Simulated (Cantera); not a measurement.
Mixture: H₂ : O₂ : N₂ = 1 : 0.641 : 4.17 (molar parts), at 101000 Pa, adiabatic and at constant volume. Ignition delay is the time to a rise of 400 K.

Model: the H2/O2 subset of GRI-Mech 3.0, which has no nitrogen chemistry, integrated in Cantera. Where the delays flatten at high temperature, the 400 K rule measures the pace of heat release, not the induction time.

**Question.** What does this change do: N2 4.17 to 3.2 parts?

**Answer.** 
```
quantity          before    after
---------------  -------  -------
delay at 1323 K  40.9 µs  32.2 µs
delay at 1373 K  35.5 µs  27.6 µs
delay at 1423 K  31.9 µs  24.3 µs
delay at 1473 K  29.4 µs  22.0 µs
delay at 1523 K  27.8 µs  20.4 µs
delay at 1573 K  27.0 µs  19.4 µs
```

**Question.** What does this change do: constant pressure in place of constant volume?

**Answer.** 
```csv
quantity,before,after
delay at 1323 K,40.9 µs,47.9 µs
delay at 1373 K,35.5 µs,43.1 µs
delay at 1423 K,31.9 µs,40.0 µs
delay at 1473 K,29.4 µs,38.2 µs
delay at 1523 K,27.8 µs,37.4 µs
delay at 1573 K,27.0 µs,37.4 µs
```
